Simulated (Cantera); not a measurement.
Charge: 1 mol C2H5OH, 1 mol NH3, 0.037 mol O2, at 1.00 bar.

Method: chemical equilibrium by Gibbs-energy minimisation in Cantera with the NASA 1993 tables (ideal gas, pure condensed phases). Candidate condensed phases: C, C6H6, C7H8, C8H18, H2O; 136 gas species. The numbers say what is thermodynamically allowed, not how fast it happens.

Over these rows the condensed part is C(graphite). Partial pressures as log10 of bar:

```json
[
 {"T (K)": "650", "1000/T (1/K)": "1.5385", "log p CO2": "-1.63", "log p H2": "-0.88", "log p CO": "-3.11", "log p N2": "-0.85", "log p CH4": "-0.35"},
 {"T (K)": "800", "1000/T (1/K)": "1.2500", "log p CO2": "-1.50", "log p H2": "-0.38", "log p CO": "-1.75", "log p N2": "-0.93", "log p CH4": "-0.63"},
 {"T (K)": "950", "1000/T (1/K)": "1.0526", "log p CO2": "-1.74", "log p H2": "-0.19", "log p CO": "-0.98", "log p N2": "-1.02", "log p CH4": "-1.15"},
 {"T (K)": "1100", "1000/T (1/K)": "0.9091", "log p CO2": "?", "log p H2": "-0.14", "log p CO": "-0.78", "log p N2": "-1.07", "log p CH4": "-1.73"},
 {"T (K)": "1250", "1000/T (1/K)": "0.8000", "log p CO2": "-3.53", "log p H2": "-0.13", "log p CO": "-0.76", "log p N2": "-1.08", "log p CH4": "-2.23"},
 {"T (K)": "1400", "1000/T (1/K)": "0.7143", "log p CO2": "-4.27", "log p H2": "-0.13", "log p CO": "-0.75", "log p N2": "-1.08", "log p CH4": "-2.63"}
]
```

Problem. Fit log p(CO2) = a + b·(1000/T) to the five rows, give the apparent enthalpy, and predict the row at 1100 K.

Solution. Means: 1000/T = 1.0711, log p = -2.534. Sxy = 1.482244, Sxx = 0.4516117, so b = 3.28 and a = -2.534 − (3.28)×1.0711 = -6.05.
Apparent enthalpy: −19.145 × (3.28) = -63 kJ/mol. With the condensed phases at unit activity, 2 CO(g) = CO2(g) + C(graphite) links this pressure to the main gases: over the six rows their terms move log p by +4.72 in all, so the slope isn't that reaction's ΔH° alone. The five rows lie within 0.86 of the line; that is curvature, so one enthalpy describes this range poorly.
Prediction at 1100 K: -6.05 + (3.28)×0.9091 = -3.07. The computed value is -2.61, 0.46 from the line.
